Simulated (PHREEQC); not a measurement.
Consider water at 25 °C with 0.081 mol MgCl2, 0.00019 mol NaHCO3 and 0.016 mol KBr per kg of water. Closed to the air; pH follows from the charge balance.

Equilibrium calculation in PHREEQC: Pitzer model, pitzer.dat.

Precipitation was switched off in this run.

Question: Predict the pH.

Answer: pH 7.52.

Question: In which forms is C present?

Answer: HCO3- 93 %, CO2 3.8 %, MgCO3 2.0 %, CO3-2 0.7 % of the C.

Species that the database lacks are ignored.
